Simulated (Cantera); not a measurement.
Mixture: CH₄ : H₂ : O₂ : N₂ = 1 : 0.26 : 2.92 : 11 (molar parts), equivalence ratio 0.73, at 1.00 bar, adiabatic and at constant pressure. Ignition delay is the time to a rise of 400 K.

Detailed kinetics in Cantera: GRI-Mech 3.0 (53 species, 325 reactions). Below about 1000 K GRI-Mech 3.0 lacks low-temperature oxidation paths.

Problem. Predict: delay at 950 K; delay at 1100 K; delay at 1250 K; delay at 1400 K; delay at 1550 K; apparent activation energy between 1400 and 1550 K.

Solution. 
```json
{
 "delay at 950 K": "88.5 ms",
 "delay at 1100 K": "13.5 ms",
 "delay at 1250 K": "3.08 ms",
 "delay at 1400 K": "0.816 ms",
 "delay at 1550 K": "0.277 ms",
 "apparent activation energy between 1400 and 1550 K": "130 kJ/mol"
}
```
